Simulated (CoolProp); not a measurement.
Saturation properties of c-C4F8 (RC318).

The numbers come from the reference Helmholtz-energy equation of state, Platzer 1990 in CoolProp. This equation is an older, rougher fit; its heat capacities, sound speeds and derivatives of the liquid may be far off and weren't checked against measurements.

```tsv
T (°C)	p (MPa)	vapour density (kg/m³)	enthalpy of vaporisation (kJ/kg)	surface tension (mN/m)	liquid viscosity (µPa s)
29.15	0.3561	31.87	102.3	7.71	341
34.15	0.4145	…	99.99	7.15	317
39.05	0.4785	42.76	97.59	6.62	295
44.05	…	49.34	95.03	6.08	275
49.05	…	…	92.35	5.55	255
54.05	0.7210	65.16	89.54	5.03	237
59.05	0.8193	74.64	…	4.52	220
63.95	0.9249	85.14	83.51	4.04	205
```

Q: Complete the blanks.

A: 
- 34.15, vapour density (kg/m³): 37.04
- 44.05, p (MPa): 0.5512
- 49.05, p (MPa): 0.6319
- 49.05, vapour density (kg/m³): 56.77
- 59.05, enthalpy of vaporisation (kJ/kg): 86.58

It boils at -6.0 °C under 1 atm.

Viscosity comes from a separate model (Huber 2003), an estimate that may be off by 10 % or more. Surface tension comes from a separate correlation (Mulero 2012).
